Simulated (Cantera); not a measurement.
A freely propagating, adiabatic, planar premixed flame of H2 : O2 : N2 : H2O = 1 : 0.208 : 0.783 : 0.074 (molar parts), equivalence ratio 2.4, unburnt at 325 K and 0.148 atm; mixture-averaged transport, grid criteria slope 0.08 and curve 0.16, no radiation.

Detailed kinetics in Cantera: the H2/O2 subset of GRI-Mech 3.0, which has no nitrogen chemistry. Burning velocities carry a grid error of a few per cent, more on coarse grids.

Task: How do the results move with these cheaper or finer settings: unity-Lewis-number transport; multicomponent transport; multicomponent+Soret transport; grid criteria slope 0.5, curve 1; grid criteria slope 0.25, curve 0.5; grid criteria slope 0.03, curve 0.06?

Result: 
```json
[
 {"setting": "as above", "laminar burning velocity": "245 cm/s", "thermal thickness": "4.18 mm", "peak x(HO2)": "0.000136", "peak x(O)": "0.00216", "grid points": "139"},
 {"setting": "unity-Lewis-number transport", "laminar burning velocity": "141 cm/s", "thermal thickness": "3.93 mm", "peak x(HO2)": "9.92e-5", "peak x(O)": "0.00138", "grid points": "123"},
 {"setting": "multicomponent transport", "laminar burning velocity": "239 cm/s", "thermal thickness": "4.25 mm", "peak x(HO2)": "0.000135", "peak x(O)": "0.00209", "grid points": "139"},
 {"setting": "multicomponent+Soret transport", "laminar burning velocity": "231 cm/s", "thermal thickness": "4.12 mm", "peak x(HO2)": "0.000138", "peak x(O)": "0.00211", "grid points": "140"},
 {"setting": "grid criteria slope 0.5, curve 1", "laminar burning velocity": "245 cm/s", "thermal thickness": "5.37 mm", "peak x(HO2)": "0.000127", "peak x(O)": "0.00173", "grid points": "50"},
 {"setting": "grid criteria slope 0.25, curve 0.5", "laminar burning velocity": "245 cm/s", "thermal thickness": "4.47 mm", "peak x(HO2)": "0.000132", "peak x(O)": "0.00202", "grid points": "75"},
 {"setting": "grid criteria slope 0.03, curve 0.06", "laminar burning velocity": "244 cm/s", "thermal thickness": "4.09 mm", "peak x(HO2)": "0.000137", "peak x(O)": "0.00219", "grid points": "316"}
]
```
Unity Lewis numbers drop preferential diffusion, which matters most where H2 and H carry the flame; Soret adds thermal diffusion.
